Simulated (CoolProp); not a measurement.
Oxygen along the isotherm -75.45 °C: density (kg/m³) from the reference equation and from simpler models built on Tc = -118.6 °C, pc = 5046 kPa, ω = 0.022; each cubic takes its own stable root.

Values from CoolProp's reference Helmholtz-energy equation of state, Schmidt 1985.

```
p (kPa)          phase  reference
-------  -------------  ---------
39.9               gas     0.7777
60.2               gas      1.174
90.8               gas      1.773
137                gas      2.678
207                gas      4.056
312                gas      6.133
470                gas      9.285
709                gas      14.11
1070               gas      21.55
1610               gas      33.02
2440               gas      51.51
3670               gas      81.06
5540     supercritical      131.8
8360     supercritical      224.7
12600    supercritical      390.8
```

Q: How far does each simpler model (van der Waals, Redlich-Kwong, Soave-Redlich-Kwong, Peng-Robinson) lie from the reference over these 15 states: mean and median of the absolute difference, and the worst?

A: 
- van der Waals: mean 0.8 %, median 0.1 %, worst +5.6 % at -75.45 °C and 8360 kPa
- Redlich-Kwong: mean 0.3 %, median 0.1 %, worst -3.0 % at -75.45 °C and 12600 kPa
- Soave-Redlich-Kwong: mean 0.5 %, median 0.0 %, worst -4.9 % at -75.45 °C and 12600 kPa
- Peng-Robinson: mean 1.0 %, median 0.5 %, worst +3.4 % at -75.45 °C and 8360 kPa
